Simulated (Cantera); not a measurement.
Standard-state values (1 bar) from the NASA 1993 polynomials, evaluated with Cantera. Values are per mole of reaction as written; species without (g) are pure solids or liquids, kept so even where they would boil at 1 bar.

6 F(g) + H2(g) + 2 Cu2O ⇌ Cu(OH)2 + 3 CuF2(g)

```csv
T (K),ΔH° (kJ),ΔS° (J/K),ΔG° (kJ),log10 K
300,___,___,___,___
1100,___,___,___,___
1175,-1417.3,-410.4,-935.1,41.57
1250,-1420.1,-412.7,-904.2,37.78
1325,___,___,___,___
1400,-1426.8,-417.7,-841.9,31.41
```

**Question.** Complete the blanks.

**Answer.** 
- 300, ΔH° (kJ): -1386.2
- 300, ΔS° (J/K): -358.6
- 300, ΔG° (kJ): -1278.6
- 300, log10 K: 222.63
- 1100, ΔH° (kJ): -1414.7
- 1100, ΔS° (J/K): -408.1
- 1100, ΔG° (kJ): -965.8
- 1100, log10 K: 45.86
- 1325, ΔH° (kJ): -1423.3
- 1325, ΔS° (J/K): -415.2
- 1325, ΔG° (kJ): -873.2
- 1325, log10 K: 34.42
